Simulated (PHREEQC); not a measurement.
## Metal-bearing waste water (model solution)

Consider water at 83 °C with 0.011 mol/kgw FeSO4, 0.03 mol/kgw CuCl2, 0.00085 mol/kgw NaH2PO4 and 0.0015 mol/kgw Na2SO4. Closed to the air; pH follows from the charge balance.

Equilibrium calculation in PHREEQC: ion-association model, wateq4f.dat.

Precipitation was switched off in this run.

**Question.** Predict the pH, ionic strength.

**Answer.** pH 4.10; ionic strength 0.0941 mol/kgw.

**Question.** In which forms is P present?

**Answer.** FeH2PO4+ 58 %, H2PO4- 41 %, H3PO4 0.6 % of the P.

Saturation is exceeded, for instance for Atacamite, Tenorite (slow to form); the values hold only as long as no solid forms. H3PO4, which wateq4f.dat lacks, is added to it with the constant of phreeqc.dat. Constants without temperature data keep their 25 °C values here. The database has no phosphate complexes of Cu.
